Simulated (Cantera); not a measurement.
# Catalytic combustion on Pt

An isothermal plug-flow reactor at 975 K and 2.60 bar (inlet), inlet velocity 2 m/s, active area per volume 1200 1/m; feed CO : O₂ : N₂ : H₂O = 0.014 : 0.021 : 0.79 : 0.017 (molar parts).

Cantera simulation using Deutschmann's 1995 Pt surface mechanism with GRI-Mech 3.0 gas chemistry; the numbers are that mechanism's predictions, not measurements. Catalytic surfaces can have several steady states; this one follows from the mechanism file's or the stated starting coverage. Mass transfer to the wall is taken as infinitely fast.

```tsv
z (m)	x CO	x O₂	x H₂O	x CO₂	θ free Pt	θ O*	θ OH*	θ CO*
8.4e-05	0.0128	0.0231	0.0202	0.00387	0.448	0.00751	0.000655	0.544
0.00018	0.00751	0.0205	0.0203	0.00919	0.542	0.0119	0.000909	0.445
0.00039	0.000176	0.0169	0.0204	0.0166	0.222	0.773	0.00469	0.000187
0.00084	2.79e-6	0.0168	0.0204	0.0168	0.211	0.785	0.00461	2.65e-6
0.0018	4.89e-10	0.0168	0.0204	0.0168	0.211	0.785	0.00461	4.63e-10
0.0039	<1e-12	0.0168	0.0204	0.0168	0.211	0.785	0.00461	<1e-12
0.0084	<1e-12	0.0168	0.0204	0.0168	0.211	0.785	0.00461	<1e-12
```
x: gas mole fraction; θ: surface coverage.
